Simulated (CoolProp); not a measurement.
Carbon dioxide along the isobar 108 bar: fugacity coefficient from the reference equation and from simpler models built on Tc = 31.0 °C, pc = 73.77 bar, ω = 0.224; each cubic takes its own stable root.

Computed with CoolProp (reference Helmholtz-energy equation of state, Span 1996).

```tsv
T (°C)	phase	reference
-20.05	liquid	0.1809
-0.55	liquid	0.2852
19.05	liquid	0.4097
38.55	supercritical	0.5402
58.05	supercritical	0.6458
77.55	supercritical	0.7134
97.05	supercritical	0.7639
116.55	supercritical	0.8038
136.05	supercritical	0.8362
155.65	supercritical	0.8630
175.15	supercritical	0.8851
194.65	supercritical	0.9038
214.15	supercritical	0.9196
233.65	supercritical	0.9331
253.15	supercritical	0.9446
```

How far does each simpler model (van der Waals, Redlich-Kwong, Soave-Redlich-Kwong, Peng-Robinson) lie from the reference over these 15 states: mean and median of the absolute difference, and the worst?


- van der Waals: mean 11.4 %, median 4.1 %, worst +72.2 % at -20.05 °C and 108 bar
- Redlich-Kwong: mean 4.3 %, median 2.4 %, worst +20.8 % at -20.05 °C and 108 bar
- Soave-Redlich-Kwong: mean 2.2 %, median 2.1 %, worst +3.3 % at -0.55 °C and 108 bar
- Peng-Robinson: mean 1.5 %, median 1.4 %, worst -3.0 % at 58.05 °C and 108 bar
